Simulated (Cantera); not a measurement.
Cantera run, input and output.

```python
import numpy as np
import cantera as ct

gas = ct.Solution("gri30.yaml")
gas.TPX = 450, 160000, {'CH4': 1, 'H2': 0.043, 'O2': 2.08, 'N2': 7.84, 'H2O': 0.41}
flame = ct.FreeFlame(gas, width=0.029)
flame.set_refine_criteria(ratio=3, slope=0.08, curve=0.16)
flame.transport_model = "mixture-averaged"
flame.solve(loglevel=0, auto=True)
flame.transport_model = "multicomponent"
flame.soret_enabled = True
flame.solve(loglevel=0, refine_grid=True)
z, T = flame.grid, flame.T
thick = (T[-1] - T[0]) / np.gradient(T, z).max()
show = ['CH4', 'H2', 'O2', 'C2H6', 'NO', 'OH']
print(f"laminar burning velocity  {flame.velocity[0] * 100:.3f} cm/s")
print(f"burnt temperature         {T[-1]:.1f} K")
print(f"thermal thickness         {thick * 1e3:.4f} mm")
print(f"grid points               {len(z)}")
z0 = z[flame.heat_release_rate.argmax()]
print(f"{'z/mm':>9s}{'T/K':>9s}{'u/(m/s)':>9s}" + "".join(f"{s:>11s}" for s in show))
rows = []
for k in (-3, -2, -1.5, -1, -0.5, -0.25, 0, 0.25, 0.5, 1, 2, 4, 8):
    zz = z0 + k * thick
    rows.append([k * thick, np.interp(zz, z, T), np.interp(zz, z, flame.velocity),
                 *(np.interp(zz, z, flame.X[gas.species_index(s)]) for s in show)])
    print(f"{rows[-1][0] * 1e3:9.3f}{rows[-1][1]:9.1f}{rows[-1][2]:9.3f}" + "".join(f"{x:11.3e}" for x in rows[-1][3:]))
```

Output:

```
laminar burning velocity  55.473 cm/s
burnt temperature         2242.6 K
thermal thickness         0.3052 mm
grid points               146
     z/mm      T/K  u/(m/s)        CH4         H2         O2       C2H6         NO         OH
   -0.916    450.2    0.555  8.788e-02  4.051e-03  1.828e-01  1.183e-08  1.401e-10  1.051e-12
   -0.610    452.0    0.558  8.760e-02  4.611e-03  1.827e-01  2.597e-07  1.975e-09  1.550e-10
   -0.458    460.7    0.569  8.666e-02  5.388e-03  1.823e-01  2.437e-06  1.270e-08  4.864e-09
   -0.305    524.1    0.648  8.173e-02  7.190e-03  1.787e-01  3.467e-05  1.280e-07  1.831e-07
   -0.153    924.6    1.155  5.802e-02  1.187e-02  1.464e-01  5.099e-04  2.077e-06  1.584e-05
   -0.076   1336.0    1.684  3.220e-02  1.530e-02  1.052e-01  7.719e-04  5.211e-06  1.850e-04
    0.000   1728.5    2.194  6.914e-03  1.615e-02  5.748e-02  8.754e-05  1.018e-05  1.979e-03
    0.076   1887.4    2.391  3.318e-04  1.246e-02  3.205e-02  1.881e-07  1.619e-05  5.950e-03
    0.153   1944.0    2.451  7.648e-06  1.071e-02  2.438e-02  9.412e-11  1.996e-05  7.508e-03
    0.305   2012.6    2.524  1.113e-08  9.708e-03  1.988e-02  7.016e-16  2.413e-05  7.662e-03
    0.610   2088.2    2.608  2.051e-13  7.944e-03  1.648e-02 -5.242e-17  2.991e-05  6.902e-03
    1.221   2155.9    2.682 -3.884e-16  5.795e-03  1.346e-02 -4.633e-17  3.869e-05  5.700e-03
    2.441   2203.9    2.734  7.513e-17  4.068e-03  1.115e-02  2.581e-18  5.160e-05  4.567e-03
```

Cantera simulation using GRI-Mech 3.0 (53 species, 325 reactions); the numbers are that mechanism's predictions, not measurements. Burning velocities carry a grid error of a few per cent, more on coarse grids.
